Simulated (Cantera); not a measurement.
A Cantera script and what it prints.

```python
import numpy as np
import cantera as ct

gas_names = """
    CL CL2 H HCL H2 N NH NH2 NH3 N2 N2H2 N2H4 Si SiCL SiCL2 SiCL3 SiCL4 SiH SiHCL3 SiH2 SiH2CL2 SiH3
    SiH3CL SiH4 SiN Si2 Si2N Si3
""".split()
cond_names = """
    NH4CL(a) NH4CL(b) Si(cr) Si(L) Si3N4(a)
""".split()


# ... load() reads the species with a 1 bar reference pressure and builds the phases ...
atoms = {
    'Si2Cl6': {'Si': 2, 'CL': 6},
    'NH3': {'N': 1, 'H': 3},
    'N2': {'N': 2},
}
top_T = {'Si3N4(a)': 2400}  # K; cautious upper limits of use, not melting points


# ... equilibrate(T, P, feed) seeds the gas with the atoms and calls Mixture.equilibrate('TP', solver="vcs", rtol=1e-11, max_steps=5000) ...
results = []
feed = {'Si2Cl6': 1, 'NH3': 6.8, 'N2': 10}  # mol
P = 6600  # Pa
for T in [1448, 1498, 1548, 1598, 1648, 1698, 1748]:
    mix = equilibrate(T, P, feed)
    results.append((T, P, feed, dict(zip(mix.species_names, mix.species_moles))))
    x = sorted(zip(gas.X, gas.species_names), reverse=True)
    print(f"T = {T:g} K  P = {P:g} Pa  gas = {mix.phase_moles(0):.4g} mol")
    print("   x: " + "  ".join(f"{s} {v:.3e}" for v, s in x if v > 1e-05))
    print("   condensed (mol): " + ("  ".join(f"{mix.phase(i).name} {mix.phase_moles(i):.4g}"
          for i in range(1, mix.n_phases) if mix.phase_moles(i) > 1e-12) or "none"))
```

Result:

```
T = 1448 K  P = 6600 Pa  gas = 25.31 mol
   x: N2 4.809e-01  H2 2.930e-01  HCL 2.198e-01  SiCL2 3.271e-03  SiCL4 1.625e-03  SiCL3 1.203e-03  SiHCL3 1.853e-04  H 1.942e-05  CL 1.187e-05
   condensed (mol): Si3N4(a) 0.6136
T = 1498 K  P = 6600 Pa  gas = 25.37 mol
   x: N2 4.819e-01  H2 2.953e-01  HCL 2.134e-01  SiCL2 6.283e-03  SiCL3 1.599e-03  SiCL4 1.300e-03  SiHCL3 1.850e-04  H 3.635e-05  CL 2.118e-05
   condensed (mol): Si3N4(a) 0.5874
T = 1548 K  P = 6600 Pa  gas = 25.45 mol
   x: N2 4.835e-01  H2 2.989e-01  HCL 2.034e-01  SiCL2 1.103e-02  SiCL3 1.948e-03  SiCL4 9.628e-04  SiHCL3 1.728e-04  H 6.553e-05  CL 3.561e-05
   condensed (mol): Si3N4(a) 0.5468
T = 1598 K  P = 6600 Pa  gas = 25.57 mol
   x: N2 4.856e-01  H2 3.039e-01  HCL 1.897e-01  SiCL2 1.766e-02  SiCL3 2.155e-03  SiCL4 6.510e-04  SiHCL3 1.496e-04  H 1.142e-04  CL 5.642e-05
   condensed (mol): Si3N4(a) 0.4908
T = 1648 K  P = 6600 Pa  gas = 25.72 mol
   x: N2 4.882e-01  H2 3.099e-01  HCL 1.730e-01  SiCL2 2.587e-02  SiCL3 2.169e-03  SiCL4 4.010e-04  H 1.930e-04  SiHCL3 1.199e-04  CL 8.447e-05
   condensed (mol): Si3N4(a) 0.4218
T = 1698 K  P = 6600 Pa  gas = 25.88 mol
   x: N2 4.911e-01  H2 3.166e-01  HCL 1.545e-01  SiCL2 3.498e-02  SiCL3 2.006e-03  H 3.167e-04  SiCL4 2.275e-04  CL 1.202e-04  SiHCL3 8.970e-05  SiCL 1.489e-05
   condensed (mol): Si3N4(a) 0.3446
T = 1748 K  P = 6600 Pa  gas = 26.05 mol
   x: N2 4.940e-01  H2 3.234e-01  HCL 1.357e-01  SiCL2 4.426e-02  SiCL3 1.734e-03  H 5.058e-04  CL 1.638e-04  SiCL4 1.212e-04  SiHCL3 6.352e-05  SiCL 3.750e-05
   condensed (mol): Si3N4(a) 0.2652
```

Cantera equilibrium calculation (NASA polynomials, part measured and part estimated; ideal gas, pure solids and liquids). The feed counts by its element totals alone. The tables' values for SiCl3, SiCl are old estimates; treat these amounts as uncertain.
